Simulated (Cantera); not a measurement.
Charge: 1 mol Cu, 0.42 mol F₂, 0.67 mol N₂, at 998.15 K and 1.00 bar.

These are equilibrium values from Cantera (NASA tables, ideal gas, pure condensed phases), not measurements of a reactor. Candidate condensed phases: Cu, CuF₂; 11 gas species. Rates play no part.

Base state: N₂ 1.000, CuF 1.23e-5, CuF₂ 1.13e-5 (mole fractions); condensed: Cu(s) + CuF₂(s).

**Question.** What changes in the equilibrium state with this change: temperature from 998.15 K to 1250 K?

**Answer.** 
```tsv
species	before	after
N₂	1.000	0.994
CuF	1.23e-5	0.00309
CuF₂	1.13e-5	0.00241
Cu(s), mol	0.580	0.579
CuF₂(s), mol	0.420	0
CuF₂(l), mol	0	0.417
```
Mutual solubility and eutectic melting of coexisting phases are not modelled.
